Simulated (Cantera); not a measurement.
## Silicon etching in halogen gases: Si + HBr + N2

Feed: 1 mol Si, 24 mol HBr, a varied amount of N2, held at 773 K and 1.10 Pa.

Cantera equilibrium calculation (NASA polynomials, part measured and part estimated; ideal gas, pure solids and liquids). Candidate condensed phases: Br2, Si, Si3N4; 28 gas species. N2 is the only nitrogen source here; it is nearly inert below about 1500 K, so the nitride shown seldom forms there in practice. Rates play no part.

```
n(N2) (mol)  x HBr    x N2    x H2  x SiBr4     x Br  x SiHBr3  n Si3N4(s)
-----------  -----  ------  ------  -------  -------  --------  ----------
1.6          0.813  0.0650  0.0813   0.0406  1.57e-5   1.39e-6           0
6.8          0.671   0.228  0.0671   0.0336  1.43e-5   1.15e-6           0
12           0.571   0.343  0.0571   0.0286  1.32e-5   9.80e-7           0
17           0.500   0.425  0.0500   0.0250  1.23e-5   8.58e-7           0
23           0.435   0.500  0.0435   0.0217  1.15e-5   7.46e-7           0
28           0.394   0.549  0.0380   0.0190  1.11e-5   6.29e-7     0.01000
33           0.362   0.588  0.0334   0.0167  1.09e-5   5.28e-7      0.0219
38           0.334   0.622  0.0296   0.0148  1.07e-5   4.51e-7      0.0319
```
x: gas mole fraction; n: condensed amount in mol.

From 1.6 mol N2 to 23 mol N2 nothing is condensed. From 28 mol N2 to 38 mol N2 the condensed part is Si3N4(s). The main Si-bearing gas is SiBr4 throughout.
